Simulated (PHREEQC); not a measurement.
Buffer (model solution)

Make-up at 25 °C: 0.072 mol/kgw KHCO3 and 0.0003 mol/kgw Na2B4O7. Closed to the air; pH follows from the charge balance.

Model: ion-association model, wateq4f.dat, run in PHREEQC.

The pH is 8.26. The ionic strength comes out as 0.0737 mol/kgw and the total alkalinity is 72.6 meq/kg.

```tsv
species	molality	activity	log γ
K+	0.0720	0.0566	-0.104
HCO3-	0.0702	0.0566	-0.093
CO3-2	0.00114	0.000481	-0.374
H3BO3	0.00105	0.00107	0.007
CO2	0.000691	0.000703	0.007
Na+	0.000580	0.000465	-0.097
H2BO3-	0.000145	0.000112	-0.113
NaHCO3	1.45e-5	1.48e-5	0.007
NaCO3-	5.16e-6	4.16e-6	-0.093
OH-	2.31e-6	1.81e-6	-0.106
H+	6.58e-9	5.51e-9	-0.077
```

No solid was allowed to form.
